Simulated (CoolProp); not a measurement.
Properties of dimethyl carbonate along the isotherm 600 K (Tc = 557.0 K, pc = 4.909 MPa, ω = 0.346).

Computed with CoolProp (reference Helmholtz-energy equation of state, Zhou 2011).

```tsv
p (MPa)	phase	Z	cp (kJ/(kg K))	speed of sound (m/s)	Joule-Thomson coefficient (K/MPa)	isothermal compressibility (1/MPa)	fugacity coefficient
1.75	gas	0.8985	1.935	219.5	6.253	0.6399	0.9060
3.51	gas	0.7813	2.090	194.1	7.507	0.3780	0.8152
5.26	supercritical	0.6398	2.500	166.2	9.085	0.3297	0.7272
7.01	supercritical	0.4783	3.613	149.0	8.763	0.3236	0.6414
8.77	supercritical	0.3850	3.834	176.7	4.842	0.1566	0.5635
10.5	supercritical	0.3852	3.303	226.5	2.695	0.06930	0.5041
12.3	supercritical	0.4105	3.025	271.1	1.763	0.04053	0.4582
14	supercritical	0.4411	2.868	307.2	1.288	0.02835	0.4254
15.8	supercritical	0.4764	2.755	340.6	0.9708	0.02123	0.3984
17.5	supercritical	0.5109	2.678	368.9	0.7655	0.01706	0.3783
19.3	supercritical	0.5480	2.616	396.0	0.6069	0.01408	0.3612
21	supercritical	0.5832	2.570	419.4	0.4930	0.01206	0.3482
22.8	supercritical	0.6205	2.531	442.3	0.3980	0.01047	0.3370
24.5	supercritical	0.6557	2.500	462.4	0.3256	0.009302	0.3283
```

The peak of cp marks the crossing from liquid-like to gas-like fluid above the critical point.
